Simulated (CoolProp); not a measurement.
Vapour-liquid equilibrium of R13 (1) + n-butane (2) at 0.884 bar; x and y are mole fractions of (1).

Computed with CoolProp (multi-fluid Helmholtz-energy mixture model, Platzer 1990 and Bücker 2006; pair parameters Bell 2016). This equation is an older, rougher fit; its heat capacities, sound speeds and derivatives of the liquid may be far off and weren't checked against measurements.

```
x     bubble temperature (°C)  y at the bubble point  dew temperature at overall composition x (°C)  liquid density (mol/L)
----  -----------------------  ---------------------  ---------------------------------------------  ----------------------
0.05                    -36.3                  0.772                                           -5.3                   11.08
0.2                     -65.2                  0.965                                           -9.6                   11.93
0.35                    -72.7                  0.982                                          -14.6                   12.45
0.5                     -76.2                  0.988                                          -20.5                   12.92
0.65                    -78.5                  0.991                                          -28.0                   13.40
0.8                     -80.6                  0.994                                          -38.7                   13.90
0.95                    -83.0                  0.998                                          -60.6                   14.45
```

No azeotrope shows between x = 0.05 and 0.95.

Pair parameters are fitted to limited data, so mixtures are less certain than the pure fluids. With so large a gap from Raoult's law the liquid may split in two, which this calculation doesn't test in full.
